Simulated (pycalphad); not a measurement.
Source of the numbers: pycalphad with the COST 507 light-alloy database (1999); pressure 1 atm. The database dates from 1999; later assessments differ in places, in temperatures and in the compounds included. Amounts are mole fractions of atoms.

Give the equilibrium state of Si-1.326Al (wt.%) at 1052 °C.

diamond (Si), fraction 0.973, with 0.01 Al wt.%; liquid, fraction 0.027, with 50.0 Al wt.%.

Give the equilibrium state of Si-1.326Al (wt.%) at 452 °C.


```
T = 725.00 K, P = 101325 Pa, N = 1 mol of atoms
G = -18557 J/mol, H = 9912 J/mol, S = 39.27 J/(mol K)  (SER reference)
chemical potentials (J/mol): Si -18450, Al -26188
phase             fraction      x(Si)      x(Al)
DIAMOND_A4          0.9861     1.0000    5.7e-08
FCC_A1              0.0139     0.0047     0.9953
```

FCC_A1 is fcc; DIAMOND_A4 is diamond (Si).
